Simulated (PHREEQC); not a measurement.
## Ultrapure water in contact with air or piping: speciation

Synthetic water in mg/L, 24 °C, pH 6.86, pe 10.8:

```
constituent             mg/L
------------------  --------
Na                     0.491
K                      0.152
Ca                     0.405
Mg                    0.0939
Cl                     0.435
S(6) as SO4            0.918
Alkalinity as HCO3      1.32
Li                  0.000347
Cu(2)                0.00195
F                     0.0783
```

Valence states are taken as typed.

Model: ion-association model, phreeqc.dat, run in PHREEQC.

This is a speciation only: nothing precipitates in the calculation.

### Question
Predict the charge-balance error.

### Answer
charge-balance error -3.5 %.

### Question
In which forms is C present?

### Answer
HCO3- 76 %, CO2 24 % of the C.

Species that the database lacks are ignored. The database's constant for dissolved Cu(OH)2 is higher than later reviews accept.
